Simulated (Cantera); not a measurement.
A freely propagating, adiabatic, planar premixed flame of CH₄ : O₂ : N₂ = 1 : 2.1 : 5.67 (molar parts), unburnt at 350 K and 16000 Pa; mixture-averaged transport, grid criteria slope 0.08 and curve 0.16, no radiation.

Model: GRI-Mech 3.0 (53 species, 325 reactions), integrated in Cantera. Burning velocities carry a grid error of a few per cent, more on coarse grids.

Task: Predict: laminar burning velocity; thermal thickness; peak x(HO₂); peak x(HCO); peak x(CH₂O).

Result: 
- laminar burning velocity = 112 cm/s
- thermal thickness = 1.43 mm
- peak x(HO₂) = 0.000205
- peak x(HCO) = 0.000130
- peak x(CH₂O) = 0.00130
